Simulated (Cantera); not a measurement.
## Thermodynamics of silicon epitaxy and polysilicon growth, feed SiHCl3 + H2

Input: 1 mol SiHCl3, a varied amount of H2, equilibrated at 1723 K and 1.60 mbar.

These are equilibrium values from Cantera (NASA tables, ideal gas, pure condensed phases), not measurements of a reactor. Candidate condensed phases: Si; 19 gas species. The tables' values for SiCl, SiCl3 are old estimates; treat these amounts as uncertain. Gases not in the tables: Si2H6 and higher silanes. Equilibrium is a limit: real reactors are often held back by kinetics, nucleation or transport.

```csv
n(H2) (mol),log p H2,log p HCl,log p SiCl2,log p H,n Si(l)
34,-2.83,-4.03,-4.70,-5.15,0.518
84,-2.81,-4.34,-5.33,-5.15,0.678
130,-2.81,-4.50,-5.65,-5.14,0.718
180,-2.81,-4.63,-5.91,-5.14,0.727
230,-2.80,-4.72,-6.10,-5.14,0.719
280,-2.80,-4.80,-6.26,-5.14,0.703
330,-2.80,-4.87,-6.40,-5.14,0.682
380,-2.80,-4.93,-6.51,-5.14,0.658
430,-2.80,-4.98,-6.62,-5.14,0.632
480,-2.80,-5.02,-6.71,-5.14,0.605
530,-2.80,-5.06,-6.79,-5.14,0.576
```
log p: log10 of the partial pressure in bar; n: condensed amount in mol.

From 34 mol H2 to 530 mol H2 the condensed part is Si(l). The main Si-bearing gas is SiCl2 at 34 mol H2 and Si at 530 mol H2. The share of Si in condensed phases is highest at 180 mol H2 (72.7 %) and lowest at 34 mol H2 (51.8 %).
